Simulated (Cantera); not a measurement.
Input: 1 mol HBr, 7.1 mol H2O, held at 28.0 bar.

Equilibrium computed with Cantera from the NASA thermochemical tables; the gas is ideal and each condensed phase is pure. Candidate condensed phases: Br2, H2O; 12 gas species. The numbers say what is thermodynamically allowed, not how fast it happens.

Task: At 2675 °C, list the 4 most abundant gas species with their mole fractions, and the condensed phases.

Result: H2O 0.783, HBr 0.0702, H2 0.0556, Br 0.0465. Condensed: gas only.
